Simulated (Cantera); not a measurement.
A freely propagating, adiabatic, planar premixed flame of 31.6 % H2, 14.4 % O2, 54.0 % N2, unburnt at 448 K and 135 Torr; multicomponent+Soret transport, grid criteria slope 0.08 and curve 0.16, no radiation.

Computed with Cantera and the H2/O2 subset of GRI-Mech 3.0, which has no nitrogen chemistry. Burning velocities carry a grid error of a few per cent, more on coarse grids.

Q: Predict: laminar burning velocity; thermal thickness; peak x(H); peak x(OH); peak x(HO2).

A: 
| Item | Value |
|---|---|
| laminar burning velocity | 373 cm/s |
| thermal thickness | 3.93 mm |
| peak x(H) | 0.0840 |
| peak x(OH) | 0.0163 |
| peak x(HO2) | 0.000117 |
